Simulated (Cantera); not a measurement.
A closed system holds: 1 mol C2H4, 0.18 mol O2, held at 4300000 Pa.

Cantera equilibrium calculation (NASA polynomials, part measured and part estimated; ideal gas, pure solids and liquids). Candidate condensed phases: C, C6H6, C7H8, C8H18, H2O; 110 gas species. The ideal-gas law is rough above about 30 bar. Rates play no part.

x: gas mole fraction; n: condensed amount in mol.

```json
[
 {"T (K)": "1123", "x H2": "0.492", "x CH4": "0.305", "x CO": "0.0779", "x H2O": "0.109", "x CO2": "0.0158", "x C2H6": "8.80e-5", "x C2H4": "1.01e-5", "n C(graphite)": "1.34"},
 {"T (K)": "1173", "x H2": "0.551", "x CH4": "0.254", "x CO": "0.0990", "x H2O": "0.0833", "x CO2": "0.0118", "x C2H6": "7.63e-5", "x C2H4": "1.50e-5", "n C(graphite)": "1.36"},
 {"T (K)": "1223", "x H2": "0.604", "x CH4": "0.209", "x CO": "0.117", "x H2O": "0.0613", "x CO2": "0.00816", "x C2H6": "6.41e-5", "x C2H4": "2.10e-5", "n C(graphite)": "1.38"},
 {"T (K)": "1273", "x H2": "0.649", "x CH4": "0.170", "x CO": "0.132", "x H2O": "0.0437", "x CO2": "0.00535", "x C2H6": "5.26e-5", "x C2H4": "2.79e-5", "n C(graphite)": "1.41"},
 {"T (K)": "1323", "x H2": "0.687", "x CH4": "0.138", "x CO": "0.141", "x H2O": "0.0306", "x CO2": "0.00340", "x C2H6": "4.25e-5", "x C2H4": "3.56e-5", "n C(graphite)": "1.43"},
 {"T (K)": "1373", "x H2": "0.717", "x CH4": "?", "x CO": "0.148", "x H2O": "?", "x CO2": "?", "x C2H6": "?", "x C2H4": "?", "n C(graphite)": "1.46"},
 {"T (K)": "1423", "x H2": "0.742", "x CH4": "?", "x CO": "0.151", "x H2O": "?", "x CO2": "?", "x C2H6": "?", "x C2H4": "?", "n C(graphite)": "1.48"},
 {"T (K)": "1473", "x H2": "0.762", "x CH4": "0.0733", "x CO": "0.153", "x H2O": "0.0105", "x CO2": "0.000855", "x C2H6": "2.15e-5", "x C2H4": "6.09e-5", "n C(graphite)": "1.50"},
 {"T (K)": "1523", "x H2": "0.778", "x CH4": "0.0599", "x CO": "0.154", "x H2O": "0.00752", "x CO2": "0.000556", "x C2H6": "1.71e-5", "x C2H4": "6.98e-5", "n C(graphite)": "1.53"},
 {"T (K)": "1573", "x H2": "0.790", "x CH4": "0.0492", "x CO": "0.155", "x H2O": "0.00547", "x CO2": "0.000370", "x C2H6": "1.37e-5", "x C2H4": "7.86e-5", "n C(graphite)": "1.54"}
]
```

### Question
Complete the blanks.

### Answer

- 1373, x CH4: 0.111
- 1373, x H2O: 0.0213
- 1373, x CO2: 0.00213
- 1373, x C2H6: 3.40e-5
- 1373, x C2H4: 4.37e-5
- 1423, x CH4: 0.0902
- 1423, x H2O: 0.0149
- 1423, x CO2: 0.00134
- 1423, x C2H6: 2.70e-5
- 1423, x C2H4: 5.22e-5
